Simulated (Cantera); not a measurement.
A Cantera script and its output.

```python
import numpy as np
import cantera as ct

gas = ct.Solution("gri30.yaml")
gas.TPX = 1050, 350000, {'CO': 1, 'H2': 0.39, 'O2': 1.24, 'N2': 4.67}
reactor = ct.IdealGasConstPressureReactor(gas, energy="on", clone=False)
net = ct.ReactorNet([reactor])
net.rtol, net.atol = 1e-08, 1e-16
show = ['CO', 'H2', 'O2', 'H2O2', 'H2O', 'OH']
times = np.geomspace(3e-06, 0.6, 15)

steps = ct.SolutionArray(gas, extra=["t"])
rows = []
print(f"{'t/s':>10s}{'T/K':>9s}{'P/Pa':>11s}" + "".join(f"{s:>11s}" for s in show))
for t in times:
    while net.time < t:
        t_next = net.step()
        steps.append(gas.state, t=t_next)
    rows.append([np.interp(t, steps.t, y) for y in (steps.T, steps.P, *steps(*show).X.T)])
    print(f"{t:10.3e}{rows[-1][0]:9.1f}{rows[-1][1]:11.4g}" + "".join(f"{x:11.3e}" for x in rows[-1][2:]))
rate = np.gradient(steps.T, steps.t)
print("integrator steps:", len(steps.t))
if steps.T.max() > steps.T[0] + 200:
    print(f"time of steepest temperature rise: {steps.t[rate.argmax()]:.4e} s")
gas.TPX = 1050, 350000, {'CO': 1, 'H2': 0.39, 'O2': 1.24, 'N2': 4.67}
gas.equilibrate("HP")
print(f"equilibrium (HP): T = {gas.T:.1f} K  " + "  ".join(f"{s} {gas[s].X[0]:.3e}" for s in show))
```

Result:

```
       t/s      T/K       P/Pa         CO         H2         O2       H2O2        H2O         OH
 3.000e-06   1050.0    3.5e+05  1.370e-01  5.342e-02  1.699e-01  2.880e-13  5.108e-10  1.085e-10
 7.174e-06   1050.0    3.5e+05  1.370e-01  5.342e-02  1.699e-01  3.302e-12  2.874e-09  2.318e-10
 1.716e-05   1050.0    3.5e+05  1.370e-01  5.342e-02  1.699e-01  3.599e-11  1.393e-08  4.362e-10
 4.103e-05   1050.0    3.5e+05  1.370e-01  5.342e-02  1.699e-01  3.565e-10  6.588e-08  9.282e-10
 9.811e-05   1050.0    3.5e+05  1.370e-01  5.342e-02  1.699e-01  4.132e-09  4.455e-07  3.683e-09
 2.346e-04   1050.1    3.5e+05  1.370e-01  5.341e-02  1.698e-01  2.302e-07  1.031e-05  6.693e-08
 5.610e-04   1090.4    3.5e+05  1.357e-01  4.973e-02  1.673e-01  2.101e-04  3.491e-03  2.575e-05
 1.342e-03   2414.8    3.5e+05  6.216e-03  4.043e-04  8.323e-02  1.758e-07  5.584e-02  4.772e-03
 3.208e-03   2412.9    3.5e+05  6.170e-03  4.017e-04  8.267e-02  1.745e-07  5.587e-02  4.735e-03
 7.672e-03   2409.1    3.5e+05  6.082e-03  3.968e-04  8.152e-02  1.719e-07  5.592e-02  4.659e-03
 1.835e-02   2403.1    3.5e+05  5.947e-03  3.893e-04  7.974e-02  1.679e-07  5.600e-02  4.544e-03
 4.387e-02   2398.2    3.5e+05  5.840e-03  3.833e-04  7.831e-02  1.647e-07  5.606e-02  4.451e-03
 1.049e-01   2397.2    3.5e+05  5.817e-03  3.820e-04  7.800e-02  1.640e-07  5.607e-02  4.432e-03
 2.509e-01   2397.1    3.5e+05  5.817e-03  3.820e-04  7.800e-02  1.640e-07  5.607e-02  4.432e-03
 6.000e-01   2397.1    3.5e+05  5.817e-03  3.820e-04  7.800e-02  1.640e-07  5.607e-02  4.432e-03
integrator steps: 1481
time of steepest temperature rise: 5.9499e-04 s
equilibrium (HP): T = 2397.1 K  CO 5.817e-03  H2 3.820e-04  O2 7.800e-02  H2O2 1.640e-07  H2O 5.607e-02  OH 4.432e-03
```

Detailed kinetics in Cantera: GRI-Mech 3.0 (53 species, 325 reactions). The hydrogen kinetics of GRI-Mech 3.0 are dated; newer H2 mechanisms differ, most at raised pressure.
